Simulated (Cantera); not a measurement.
What does this Cantera script print?

```python
import numpy as np
import cantera as ct

gas = ct.Solution("gri30.yaml")
gas.TPX = 600, 230000, {'CO': 1, 'H2': 0.07, 'O2': 0.486, 'N2': 4.33, 'H2O': 0.069}
inlet = ct.Reservoir(gas, clone=True)
gas.equilibrate("HP")  # start burning
reactor = ct.IdealGasConstPressureReactor(gas, energy="on", clone=False)
exhaust = ct.Reservoir(gas, clone=True)
tau = [0.031, 0.016, 0.0081, 0.0041, 0.0021, 0.0011, 0.00055, 0.00028, 0.00014, 7.4e-05, 3.8e-05, 1.9e-05, 9.8e-06][0]
for a, b in ((inlet, reactor), (reactor, exhaust)):
    ct.MassFlowController(a, b, mdot=lambda t: reactor.mass / tau)
net = ct.ReactorNet([reactor])
show = ['CO', 'H2', 'O2', 'H', 'CO2']

rows = []
print(f"{'tau/s':>10s}{'T/K':>9s}" + "".join(f"{s:>11s}" for s in show))
for tau in [0.031, 0.016, 0.0081, 0.0041, 0.0021, 0.0011, 0.00055, 0.00028, 0.00014, 7.4e-05, 3.8e-05, 1.9e-05, 9.8e-06]:
    net.initial_time = 0.0
    net.advance(30 * tau)
    before = gas.X
    net.advance(40 * tau)
    drift = np.max(np.abs(gas.X - before) / (gas.X + 1e-9))
    rows.append([gas.T, *gas[show].X, drift])
    print(f"{tau:10.3e}{gas.T:9.1f}" + "".join(f"{x:11.3e}" for x in gas[show].X))
```

Output:

```
     tau/s      T/K         CO         H2         O2          H        CO2
 3.100e-02   1861.3  2.530e-02  9.178e-04  3.872e-03  4.396e-04  1.567e-01
 1.600e-02   1837.9  2.800e-02  1.031e-03  5.226e-03  6.273e-04  1.536e-01
 8.100e-03   1807.8  3.139e-02  1.173e-03  6.912e-03  9.120e-04  1.499e-01
 4.100e-03   1770.7  3.542e-02  1.341e-03  8.913e-03  1.330e-03  1.453e-01
 2.100e-03   1726.2  4.008e-02  1.523e-03  1.122e-02  1.914e-03  1.401e-01
 1.100e-03   1673.7  4.546e-02  1.698e-03  1.388e-02  2.671e-03  1.340e-01
 5.500e-04   1602.4  5.290e-02  1.846e-03  1.754e-02  3.627e-03  1.257e-01
 2.800e-04   1501.2  6.492e-02  1.864e-03  2.348e-02  4.198e-03  1.124e-01
 1.400e-04    600.0  1.679e-01  1.175e-02  8.161e-02  1.115e-18  1.937e-15
 7.400e-05    600.0  1.679e-01  1.175e-02  8.161e-02  8.588e-19  6.846e-16
 3.800e-05    600.0  1.679e-01  1.175e-02  8.161e-02  5.852e-19  3.140e-16
 1.900e-05    600.0  1.679e-01  1.175e-02  8.161e-02  3.506e-19  1.413e-16
 9.800e-06    600.0  1.679e-01  1.175e-02  8.161e-02  1.971e-19  6.778e-17
```

Cantera simulation using GRI-Mech 3.0 (53 species, 325 reactions); the numbers are that mechanism's predictions, not measurements. The hydrogen kinetics of GRI-Mech 3.0 are dated; newer H2 mechanisms differ, most at raised pressure.
